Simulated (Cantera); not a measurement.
An adiabatic, constant-pressure homogeneous reactor starts with CH₄ : CO : O₂ : N₂ = 1 : 0.95 : 3.44 : 12.9 (molar parts), equivalence ratio 0.72, at 1000 K and 150000 Pa. Integrator tolerance rtol = 1e-08.

Detailed kinetics in Cantera: GRI-Mech 3.0 (53 species, 325 reactions).

Question: What does this change do: initial temperature 1000 to 1050 K?

Answer: 
| quantity | before | after |
|---|---|---|
| time of steepest temperature rise | 1.03 s | 0.396 s |
| temperature at 9.00 s | 2398 K | 2427 K |
| equilibrium temperature | 2398 K | 2427 K |
| x(CH₄) at 9.00 s | <1e-12 (gas-phase equilibrium <1e-12) | <1e-12 (gas-phase equilibrium <1e-12) |
| x(CO) at 9.00 s | 0.00768 (gas-phase equilibrium 0.00768) | 0.00890 (gas-phase equilibrium 0.00890) |
| x(O₂) at 9.00 s | 0.0514 (gas-phase equilibrium 0.0514) | 0.0515 (gas-phase equilibrium 0.0515) |
| x(CH₂) at 9.00 s | <1e-12 (gas-phase equilibrium <1e-12) | <1e-12 (gas-phase equilibrium <1e-12) |
| x(HCN) at 9.00 s | 9.79e-12 (gas-phase equilibrium 9.79e-12) | 1.40e-11 (gas-phase equilibrium 1.40e-11) |
| x(HO₂) at 9.00 s | 4.31e-6 (gas-phase equilibrium 4.31e-6) | 4.66e-6 (gas-phase equilibrium 4.66e-6) |
| x(NO) at 9.00 s | 0.00902 (gas-phase equilibrium 0.00902) | 0.00952 (gas-phase equilibrium 0.00952) |

Question: What does this change do: 1.4 parts H2 added?

Answer: 
```
quantity                                                              before                                      after
---------------------------------  -----------------------------------------  -----------------------------------------
time of steepest temperature rise                                     1.03 s                                    4.05 ms
temperature at 9.00 s                                                 2398 K                                     2574 K
equilibrium temperature                                               2398 K                                     2574 K
x(CH₄) at 9.00 s                       <1e-12 (gas-phase equilibrium <1e-12)      <1e-12 (gas-phase equilibrium <1e-12)
x(CO) at 9.00 s                      0.00768 (gas-phase equilibrium 0.00768)      0.0236 (gas-phase equilibrium 0.0236)
x(O₂) at 9.00 s                        0.0514 (gas-phase equilibrium 0.0514)      0.0221 (gas-phase equilibrium 0.0221)
x(CH₂) at 9.00 s                       <1e-12 (gas-phase equilibrium <1e-12)      <1e-12 (gas-phase equilibrium <1e-12)
x(HCN) at 9.00 s                   9.79e-12 (gas-phase equilibrium 9.79e-12)  2.47e-10 (gas-phase equilibrium 2.47e-10)
x(HO₂) at 9.00 s                     4.31e-6 (gas-phase equilibrium 4.31e-6)    4.51e-6 (gas-phase equilibrium 4.51e-6)
x(NO) at 9.00 s                      0.00902 (gas-phase equilibrium 0.00902)    0.00787 (gas-phase equilibrium 0.00787)
```
